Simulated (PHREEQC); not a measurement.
A made-up water analysis in mmol/kgw, 25 °C, pH 5.85, pe 9.4:

```tsv
constituent	mmol/kgw
Na	0.027
K	0.00278
Ca	0.0801
Mg	0.0365
Cl	0.0931
S(6)	0.0424
Alkalinity (meq/kgw)	0.0866
Zn	0.00012
F	0.0015
```

Valence states are taken as typed.

Equilibrium calculation in PHREEQC: ion-association model, wateq4f.dat.

No solid was allowed to form.

Estimate the charge-balance error.

charge-balance error -0.5 %.

In which forms is S present?

SO4-2 98 %, CaSO4 1.3 %, MgSO4 0.7 % of the S.
